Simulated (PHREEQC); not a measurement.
Dissolve 2.7 mmol/kgw ZnSO4, 0.74 mmol/kgw NaCl and 0.035 mmol/kgw MnSO4 at 25 °C. Closed to the air; pH follows from the charge balance.

The numbers come from PHREEQC with the ion-association model, wateq4f.dat.

Q: The ionic strength comes out as 0.00956 mol/kgw. What activity coefficients do NaSO4-, Na+, Zn(SO4)2-2, Cl-, ZnCl+ get?

A: NaSO4- 0.91, Na+ 0.91, Zn(SO4)2-2 0.67, Cl- 0.90, ZnCl+ 0.90.

This is a speciation only: nothing precipitates in the calculation.
